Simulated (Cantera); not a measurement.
Charge: 1 mol B2H6, 11 mol N2, 24 mol H2, held at 2400 K and 13300 Pa.

Cantera equilibrium calculation (NASA polynomials, part measured and part estimated; ideal gas, pure solids and liquids). Candidate condensed phases: B, BN; 15 gas species. The feed counts by its element totals alone. The tables' values for BH2 are old estimates; treat these amounts as uncertain. Gases not in the tables: B2H6 and higher boranes. Rates play no part.

Base state: H2 0.696, N2 0.266, H 0.0363, BH2 0.00151, B 0.000174, BH 3.57e-5, BN 1.50e-5, BH3 1.23e-5 (mole fractions); condensed: BN(s).

Task: What changes in the equilibrium state with this change: temperature from 2400 K to 1875 K?

Result: 
```csv
species,before,after
H2,0.696,0.728
N2,0.266,0.270
H,0.0363,0.00153
BH2,0.00151,3.34e-6
B,0.000174,2.29e-9
BN,1.50e-5,<1e-9
BH,3.57e-5,2.67e-9
"BN(s), mol",1.93,2.00
```

Task: What changes in the equilibrium state with this change: B2H6 replaced by B2O3?

Result: 
```csv
species,before,after
H2,0.696,0.610
N2,0.266,0.299
H,0.0363,0.0340
HBO,0,0.0185
HBO2,0,0.0142
BO,0,0.0108
H2O,0,0.00828
B2O3,0,0.00436
"BN(s), mol",1.93,0
```
Further candidate phases: B2O3, B3O3H3, H2O.
